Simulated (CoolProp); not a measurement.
Vapour-liquid equilibrium of acetone (1) + toluene (2) at 0.29 MPa; x and y are mole fractions of (1).

Model: multi-fluid Helmholtz-energy mixture model, Lemmon 2006 and Lemmon 2006; pair parameters Bell 2016, in CoolProp.

```json
[
 {"x": "0.05", "bubble temperature (°C)": "143.2", "y at the bubble point": "0.213", "dew temperature at overall composition x (°C)": "150.3", "liquid density (mol/L)": "8.182"},
 {"x": "0.15", "bubble temperature (°C)": "130.0", "y at the bubble point": "0.470", "dew temperature at overall composition x (°C)": "146.0", "liquid density (mol/L)": "8.567"},
 {"x": "0.25", "bubble temperature (°C)": "121.0", "y at the bubble point": "0.616", "dew temperature at overall composition x (°C)": "141.5", "liquid density (mol/L)": "8.930"},
 {"x": "0.35", "bubble temperature (°C)": "114.3", "y at the bubble point": "0.710", "dew temperature at overall composition x (°C)": "136.5", "liquid density (mol/L)": "9.289"},
 {"x": "0.45", "bubble temperature (°C)": "109.2", "y at the bubble point": "0.777", "dew temperature at overall composition x (°C)": "131.2", "liquid density (mol/L)": "9.657"},
 {"x": "0.55", "bubble temperature (°C)": "104.9", "y at the bubble point": "0.830", "dew temperature at overall composition x (°C)": "125.2", "liquid density (mol/L)": "10.04"},
 {"x": "0.65", "bubble temperature (°C)": "101.2", "y at the bubble point": "0.874", "dew temperature at overall composition x (°C)": "118.6", "liquid density (mol/L)": "10.45"},
 {"x": "0.75", "bubble temperature (°C)": "97.9", "y at the bubble point": "0.913", "dew temperature at overall composition x (°C)": "111.3", "liquid density (mol/L)": "10.89"},
 {"x": "0.85", "bubble temperature (°C)": "94.8", "y at the bubble point": "0.949", "dew temperature at overall composition x (°C)": "103.2", "liquid density (mol/L)": "11.37"},
 {"x": "0.95", "bubble temperature (°C)": "91.9", "y at the bubble point": "0.983", "dew temperature at overall composition x (°C)": "94.7", "liquid density (mol/L)": "11.89"}
]
```

No azeotrope shows between x = 0.05 and 0.95.

The pair parameters rest on a limited set of measurements; away from them the model extrapolates.
